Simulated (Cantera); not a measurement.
Charge: 1 mol SiO₂, 1.1 mol NF₃, 7.4 mol N₂, 0.51 mol Cl₂, at 0.990 bar.

Method: chemical equilibrium by Gibbs-energy minimisation in Cantera with the NASA 1993 tables (ideal gas, pure condensed phases). Candidate condensed phases: Si, SiO₂, Si₂N₂O, Si₃N₄; 37 gas species. The tables hold silica as quartz up to 1696 K and as liquid above; real silica turns to tridymite and cristobalite and melts near 1996 K. Equilibrium is a limit: real reactors are often held back by kinetics, nucleation or transport.

Problem. Which condensed phases are stable at each of these points (T (K)): 1373, 1423, 1473, 1523, 1573, 1623, 1673, 1723, 1773?

Solution. 
```tsv
T (K)	condensed phases	Si condensed (%)
1373	SiO₂(β-quartz)	17.5
1423	SiO₂(β-quartz)	17.5
1473	SiO₂(β-quartz)	17.5
1523	SiO₂(β-quartz)	17.5
1573	SiO₂(β-quartz)	17.5
1623	SiO₂(β-quartz)	17.5
1673	SiO₂(β-quartz)	17.5
1723	SiO₂(condensed)	17.5
1773	SiO₂(condensed)	17.5
```

From 1373 K to 1673 K the condensed part is SiO₂(β-quartz). From 1723 K to 1773 K the condensed part is SiO₂(condensed).
